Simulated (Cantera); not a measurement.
A closed system holds: 1 mol MgO, 0.77 mol N2, at 1848.15 K and 1 atm.

Method: chemical equilibrium by Gibbs-energy minimisation in Cantera with the NASA 1993 tables (ideal gas, pure condensed phases). Candidate condensed phases: Mg, MgO; 13 gas species. Rates play no part.

Base state: N2 1.000 (mole fractions); condensed: MgO(s).

**Question.** What changes in the equilibrium state with this change: pressure from 1 atm to 7.70 Pa?

**Answer.** 
```tsv
species	before	after
N2	1.000	0.993
Mg	1.21e-6	0.00448
O2	9.53e-9	0.00158
O	1.84e-8	0.000858
MgO	<1e-9	1.06e-5
MgO(s), mol	1.000	0.997
```
